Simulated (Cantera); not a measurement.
Source: NASA polynomial tables (part measured, part estimated), evaluated in Cantera. Values are per mole of reaction as written; species without (g) are pure solids or liquids, kept so even where they would boil at 1 bar.

**Question.** Between 300 and 900 K, where is each reaction favourable under standard conditions?
- 2 O3(g) + 3 Nb ⇌ 3 NbO2(g)

**Answer.** 
- 2 O3(g) + 3 Nb ⇌ 3 NbO2(g): ΔG° is -953 kJ at 300 K and -1083 kJ at 900 K; it stays negative (K > 1). ΔH° is -898 kJ and ΔS° 206 J/K at 900 K.
